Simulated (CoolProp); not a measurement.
Octamethyltrisiloxane (MDM) along the isobar 1.01 bar: Z from the reference equation and from simpler models built on Tc = 565.4 K, pc = 14.38 bar, ω = 0.528; each cubic takes its own stable root.

The numbers come from the reference Helmholtz-energy equation of state, Thol 2017 in CoolProp.

| T (K) | phase | reference |
|---|---|---|
| 254.7 | liquid | 0.01314 |
| 271.8 | liquid | 0.01256 |
| 288.9 | liquid | 0.01206 |
| 306 | liquid | 0.01163 |
| 323.2 | liquid | 0.01125 |
| 340.3 | liquid | 0.01093 |
| 357.4 | liquid | 0.01066 |
| 374.5 | liquid | 0.01043 |
| 391.7 | liquid | 0.01024 |
| 408.8 | liquid | 0.01010 |
| 443 | gas | 0.9371 |
| 460.2 | gas | 0.9461 |
| 477.3 | gas | 0.9534 |
| 494.4 | gas | 0.9595 |

Problem. How far does each simpler model (Redlich-Kwong, Soave-Redlich-Kwong, Peng-Robinson) lie from the reference over these 14 states: mean and median of the absolute difference, and the worst?

Solution. 
- Redlich-Kwong: mean 1307.7 %, median 17.9 %, worst +9184.2 % at 408.8 K and 1.01 bar
- Soave-Redlich-Kwong: mean 8.0 %, median 9.9 %, worst +13.8 % at 254.7 K and 1.01 bar
- Peng-Robinson: mean 1.3 %, median 1.1 %, worst -3.1 % at 408.8 K and 1.01 bar

At some of these states Redlich-Kwong gives the other phase, because its saturation line lies elsewhere.
